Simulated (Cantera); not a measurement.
What does this Cantera script print?

```python
import numpy as np
import cantera as ct

gas_names = [...]  # 113 gases of nasa_gas.yaml made of C, F, H, Si
cond_names = """
    C(gr) C6H6(L) C7H8(L) C8H18(L),n-octa Si(cr) Si(L) SiC(b)
""".split()


# ... load() reads the species with a 1 bar reference pressure and builds the phases ...
atoms = {
    'CH3F': {'C': 1, 'H': 3, 'F': 1},
    'Si': {'Si': 1},
    'H2': {'H': 2},
    'CH4': {'C': 1, 'H': 4},
}
top_T = {'C(gr)': 4500, 'SiC(b)': 3050}  # K; cautious upper limits of use, not melting points


# ... equilibrate(T, P, feed) seeds the gas with the atoms and calls Mixture.equilibrate('TP', solver="vcs", rtol=1e-11, max_steps=5000) ...
results = []
feed = {'CH3F': 1, 'Si': 1.9, 'H2': 6.3, 'CH4': 0.66}  # mol
P = 133.322  # Pa
for T in [1025, 1075, 1125, 1175, 1225, 1275, 1325, 1375, 1425, 1475, 1525, 1575, 1625]:
    mix = equilibrate(T, P, feed)
    results.append((T, P, feed, dict(zip(mix.species_names, mix.species_moles))))

top = {s: max(r[3][s] / sum(r[3][g] for g in gas_names) for r in results) for s in gas_names}
cols = sorted((s for s in top if top[s] > 1e-05), key=lambda s: -top[s])[:6]
seen = [c for c in cond_names if any(r[3].get(c, 0) > 1e-12 for r in results)]
print("log10 of partial pressures in bar; condensed amounts in mol")
print(f"{'T/K':>10s}" + "".join(f"{s[:9]:>10s}" for s in cols + seen))
for T, P, feed, n in results:
    ng = sum(n[g] for g in gas_names)
    print(f"{T:10.4g}" + "".join(f"{np.log10(max(n[s] / ng * P / 1e5, 1e-99)):10.3f}" for s in cols)
          + "".join(f"{n.get(c, 0):10.4g}" for c in seen))
```

Result:

```
log10 of partial pressures in bar; condensed amounts in mol
       T/K        H2        HF      SiF4      SiF3      SiF2         H     C(gr)    SiC(b)
      1025    -2.887    -6.234    -4.454    -7.212    -9.687    -9.804  0.008659      1.65
      1075    -2.887    -5.971    -4.456    -6.878    -9.093    -9.277  0.008335     1.651
      1125    -2.887    -5.733    -4.460    -6.574    -8.553    -8.796  0.007463     1.652
      1175    -2.888    -5.517    -4.467    -6.300    -8.062    -8.355  0.005971     1.654
      1225    -2.888    -5.319    -4.477    -6.051    -7.613    -7.950  0.003753     1.656
      1275    -2.889    -5.139    -4.492    -5.826    -7.203    -7.577 0.0006966     1.659
      1325    -2.889    -5.033    -4.513    -5.566    -6.712    -7.231         0      1.66
      1375    -2.890    -4.928    -4.546    -5.345    -6.284    -6.910         0      1.66
      1425    -2.892    -4.815    -4.593    -5.172    -5.936    -6.612         0      1.66
      1475    -2.893    -4.702    -4.658    -5.040    -5.648    -6.334         0      1.66
      1525    -2.895    -4.596    -4.744    -4.944    -5.408    -6.074         0      1.66
      1575    -2.897    -4.500    -4.855    -4.882    -5.207    -5.830         0      1.66
      1625    -2.900    -4.417    -4.995    -4.852    -5.042    -5.602         0      1.66
```

Equilibrium computed with Cantera from the NASA thermochemical tables; the gas is ideal and each condensed phase is pure. The tables' values for SiF3, SiF2, SiF are old estimates; treat these amounts as uncertain.
